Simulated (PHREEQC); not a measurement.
A solution holds 0.023 mol/kgw Al2(SO4)3, at 20 °C. Closed to the air; pH follows from the charge balance.

Model: ion-association model, phreeqc.dat, run in PHREEQC.

```json
[
 {"quantity": "pH", "before": "4.01", "after": "3.46"},
 {"quantity": "AlSO4+ (mol/kgw)", "before": "0.0322", "after": "0.0323"},
 {"quantity": "Al(SO4)2- (mol/kgw)", "before": "0.00806", "after": "0.00855"},
 {"quantity": "Al+3 (mol/kgw)", "before": "0.00552", "after": "0.00389"},
 {"quantity": "SI of Gibbsite (Al(OH)3)", "before": "+0.67", "after": "+1.49"}
]
```

Q: Name the change that produced these shifts.
A. Al2(SO4)3 from 0.023 to 0.0115 mol/kgw
B. temperature from 20 to 30 °C
C. 0.0023 mol/kgw Na2CO3 added
D. temperature from 20 to 75 °C
E. Al2(SO4)3 from 0.023 to 0.0345 mol/kgw

A: D, temperature from 20 to 75 °C

This is a speciation only: nothing precipitates in the calculation. Some of these states are supersaturated (in Gibbsite (slow to form), for instance). Constants without temperature data keep their 25 °C values here.
